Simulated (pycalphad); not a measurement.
**Effect of B content in Ti-Hf-B**

Source of the numbers: pycalphad with the COST 507 light-alloy database (1999); pressure 1 atm. These are 1990s assessments: newer ones move some temperatures and phases. Amounts are mole fractions of atoms.

```csv
alloy,liquidus (°C),first solid,solidus (°C),phases at 727 °C
Ti-5.211Hf-0.05441B (wt.%),1659,BCC_A2,1541,"HCP_A3 1.00, BM under 0.01"
Ti-5.24Hf-0.2167B (wt.%),1644,BCC_A2,1541,"HCP_A3 0.98, BM 0.02"
Ti-5.259Hf-0.3273B (wt.%),1633,BCC_A2,1541,"HCP_A3 0.97, BM 0.03"
Ti-5.279Hf-0.4366B (wt.%),1623,BCC_A2,1541,"HCP_A3 0.96, BM 0.04"
Ti-5.359Hf-0.8864B (wt.%),?,BCC_A2,1541,?
```

Complete the blanks.


- Ti-5.359Hf-0.8864B (wt.%), liquidus (°C): 1586
- Ti-5.359Hf-0.8864B (wt.%), phases at 727 °C: HCP_A3 0.92, BM 0.08

Database names, with the compositions (at.%) that they take in these runs: BM: Ti 50 B 50. BCC_A2 is bcc; HCP_A3 is hcp.
